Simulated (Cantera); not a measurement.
A Cantera script and what it prints.

```python
import numpy as np
import cantera as ct

gas_names = """
    CL CL2 H HCL H2 Si SiCL SiCL2 SiCL3 SiCL4 SiH SiHCL3 SiH2 SiH2CL2 SiH3 SiH3CL SiH4 Si2 Si3
""".split()
cond_names = """
    Si(cr) Si(L)
""".split()


def load(file, names, dense=False):
    # The tables refer to 1 bar. Condensed volumes are neglected.
    table = {s.name: s for s in ct.Species.list_from_file(file)}
    out = []
    for n in names:
        d = dict(table[n].input_data)
        d["thermo"] = dict(d["thermo"], **{"reference-pressure": 1e5})
        if dense:
            d["equation-of-state"] = {"model": "constant-volume", "density": "1e6 g/cm^3"}
        out.append(ct.Species.from_dict(d))
    return out


gas = ct.Solution(thermo="ideal-gas", species=load("nasa_gas.yaml", gas_names))
cond = {s.name: ct.Solution(thermo="fixed-stoichiometry", species=[s], name=s.name)
        for s in load("nasa_condensed.yaml", cond_names, dense=True)}
atoms = {
    'SiCl4': {'Si': 1, 'CL': 4},
    'HCl': {'H': 1, 'CL': 1},
    'H2': {'H': 2},
}
top_T = {}  # K; cautious upper limits of use, not melting points


def equilibrate(T, P, feed):
    n = {}
    for name, mol in feed.items():
        for a, k in atoms[name].items():
            n[a] = n.get(a, 0.0) + k * mol
    gas.TPX = T, P, n
    mass = sum(n.values()) * gas.mean_molecular_weight
    gas.equilibrate("TP")
    valid = [c for c in cond.values() if c.min_temp <= T <= top_T.get(c.name, c.max_temp)]
    mix = ct.Mixture([(gas, mass / gas.mean_molecular_weight)] + [(c, 0.0) for c in valid])
    mix.T, mix.P = T, P
    mix.equilibrate("TP", solver="vcs", rtol=1e-11, max_steps=5000)
    return mix


results = []
feed = {'SiCl4': 1, 'HCl': 1.8, 'H2': 6.4}  # mol
T = 1200  # K
P = 63000  # Pa
mix = equilibrate(T, P, feed)
results.append((T, P, feed, dict(zip(mix.species_names, mix.species_moles))))
print(gas.report(threshold=0.0001))
for i in range(1, mix.n_phases):
    print(f"{mix.phase(i).name:16s} {mix.phase_moles(i):12.5e} mol")
```

It prints:

```
       temperature   1200 K
          pressure   63000 Pa
           density   0.17027 kg/m^3
  mean mol. weight   26.965 kg/kmol
   phase of matter   gas

                          1 kg             1 kmol
                     ---------------   ---------------
          enthalpy        -2.035e+06       -5.4875e+07  J
   internal energy        -2.405e+06       -6.4852e+07  J
           entropy            8412.1        2.2683e+05  J/K
    Gibbs function       -1.2129e+07       -3.2708e+08  J
 heat capacity c_p              1465             39505  J/K
 heat capacity c_v            1156.7             31191  J/K

                      mass frac. Y      mole frac. X     chem. pot. / RT
                     ---------------   ---------------   ---------------
               HCL           0.27989           0.20702           -36.049
                H2           0.05117           0.68443           -18.819
             SiCL2         0.0012762        0.00034766           -63.388
             SiCL3         0.0097946         0.0019646           -90.027
             SiCL4           0.61349          0.097377           -116.67
            SiHCL3          0.043992         0.0087585           -99.437
           SiH2CL2        0.00038626        0.00010312           -82.207
     [  +12 minor]        8.9946e-07        5.9243e-07

Si(cr)            0.00000e+00 mol
```

Cantera equilibrium calculation (NASA polynomials, part measured and part estimated; ideal gas, pure solids and liquids). The tables' values for SiCl3 are old estimates; treat these amounts as uncertain.
